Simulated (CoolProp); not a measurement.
Vapour-liquid equilibrium of R134a (1) + methanol (2) at 283.4 K; x and y are mole fractions of (1).

Values from CoolProp's multi-fluid Helmholtz-energy mixture model, Tillner-Roth 1994 and de Reuck 1993; pair parameters Bell 2016.

| x | bubble pressure (MPa) | y at the bubble point | dew pressure at overall composition x (MPa) | liquid density (mol/L) |
|---|---|---|---|---|
| 0.05 | 0.08495 | [?] | 0.007946 | 24.07 |
| 0.15 | 0.1769 | 0.959 | [?] | 22.40 |
| 0.25 | [?] | 0.968 | 0.01005 | [?] |
| 0.35 | 0.2503 | 0.972 | 0.01158 | 19.44 |
| 0.45 | 0.2697 | 0.975 | 0.01368 | [?] |
| 0.55 | [?] | 0.978 | 0.01671 | 16.92 |
| 0.65 | 0.3079 | 0.981 | 0.02147 | 15.80 |
| 0.75 | 0.3319 | 0.985 | 0.03002 | 14.74 |
| 0.85 | 0.3612 | 0.990 | [?] | 13.75 |
| 0.95 | 0.3972 | 0.996 | 0.1472 | 12.81 |

Question: Fill in the missing entries.

Answer: 
- 0.05, y at the bubble point: 0.912
- 0.15, dew pressure at overall composition x (MPa): 0.008873
- 0.25, bubble pressure (MPa): 0.2236
- 0.25, liquid density (mol/L): 20.86
- 0.45, liquid density (mol/L): 18.13
- 0.55, bubble pressure (MPa): 0.2878
- 0.85, dew pressure at overall composition x (MPa): 0.04993

No azeotrope shows between x = 0.05 and 0.95.

The pair parameters rest on a limited set of measurements; away from them the model extrapolates. With so large a gap from Raoult's law the liquid may split in two, which this calculation doesn't test in full.
